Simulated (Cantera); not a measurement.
An isothermal, constant-pressure homogeneous reactor starts with NO : N₂ = 1 : 3 (molar parts), at 1950 K and 0.670 bar. Integrator tolerance rtol = 1e-08.

Detailed kinetics in Cantera: GRI-Mech 3.0 (53 species, 325 reactions).

| quantity | before | after |
|---|---|---|
| x(NO) at 10.0 s | 0.0173 (gas-phase equilibrium 0.00536) | 0.178 (gas-phase equilibrium 0.00535) |
| x(O) at 10.0 s | 0.000189 (gas-phase equilibrium 0.000194) | 0.000561 (gas-phase equilibrium 0.000970) |
| x(O₂) at 10.0 s | 0.116 (gas-phase equilibrium 0.122) | 0.0354 (gas-phase equilibrium 0.122) |
| x(N₂O) at 10.0 s | 3.67e-7 (gas-phase equilibrium 2.61e-7) | 1.11e-5 (gas-phase equilibrium 5.19e-8) |
| x(N₂) at 10.0 s | 0.866 (gas-phase equilibrium 0.872) | 0.785 (gas-phase equilibrium 0.872) |
| x(NO₂) at 10.0 s | 1.98e-5 (gas-phase equilibrium 6.28e-6) | 2.23e-5 (gas-phase equilibrium 1.25e-6) |

Task: Which change was made?
A) N2 3 to 21 parts
B) pressure from 0.670 bar to 20.0 Torr
C) NO 1 to 5.9 parts
D) N2 3 to 1.3 parts

Result: B, pressure from 0.670 bar to 20.0 Torr
